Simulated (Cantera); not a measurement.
# Abatement and gas-phase synthesis: HF + H₂ + N₂

Input: 1 mol HF, a varied amount of H₂, 1.5 mol N₂, at 2725 °C and 1330 Pa.

Equilibrium computed with Cantera from the NASA thermochemical tables; the gas is ideal and each condensed phase is pure. Kinetics and transport are ignored.

| n(H₂) (mol) | x H | x N₂ | x HF | x H₂ | x F | x N |
|---|---|---|---|---|---|---|
| 0.074 | 0.0874 | 0.545 | 0.321 | 0.00413 | 0.0419 | 8.80e-5 |
| 0.11 | 0.103 | 0.535 | 0.321 | 0.00570 | 0.0356 | 8.72e-5 |
| 0.17 | 0.128 | 0.518 | 0.317 | 0.00885 | 0.0283 | 8.58e-5 |
| 0.25 | 0.160 | 0.496 | 0.309 | 0.0138 | 0.0220 | 8.39e-5 |
| 0.38 | 0.205 | 0.463 | 0.292 | 0.0228 | 0.0163 | 8.11e-5 |
| 0.57 | 0.260 | 0.422 | 0.270 | 0.0365 | 0.0118 | 7.74e-5 |
| 0.85 | 0.321 | 0.374 | 0.241 | 0.0557 | 0.00856 | 7.29e-5 |
| 1.3 | 0.390 | 0.317 | 0.205 | 0.0823 | 0.00600 | 6.70e-5 |
| 1.9 | 0.451 | 0.263 | 0.171 | 0.110 | 0.00433 | 6.11e-5 |
| 2.9 | 0.514 | 0.206 | 0.134 | 0.143 | 0.00298 | 5.41e-5 |
| 4.3 | 0.564 | 0.158 | 0.103 | 0.172 | 0.00209 | 4.74e-5 |
x: gas mole fraction; nothing condenses.

From 0.074 mol H₂ to 4.3 mol H₂ nothing is condensed.
